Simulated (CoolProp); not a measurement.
The numbers come from the reference Helmholtz-energy equation of state, Wagner 2002 in CoolProp.

For water, give the phase and the viscosity (µPa s) at 471.5 K and 0.101 MPa; 507.2 K and 0.101 MPa.


- 471.5 K and 0.101 MPa: gas; viscosity 16.1
- 507.2 K and 0.101 MPa: gas; viscosity 17.6

Viscosity comes from a separate model (Huber 2009).
